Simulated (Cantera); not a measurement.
Charge: 1 mol Si3N4, 0.029 mol H2O, 43 mol H2, held at 1000 Pa.

Equilibrium computed with Cantera from the NASA thermochemical tables; the gas is ideal and each condensed phase is pure. Candidate condensed phases: H2O, Si, SiO2, Si2N2O, Si3N4; 35 gas species. Mutual solubility and eutectic melting of coexisting phases are not modelled. Kinetics and transport are ignored.

Q: At 1150 °C, list the 4 most abundant gas species with their mole fractions, and the condensed phases.

A: H2 0.999, N2 0.000958, H 6.64e-5, SiO 1.20e-5. Condensed: Si(s) + Si2N2O(s) + Si3N4(s).
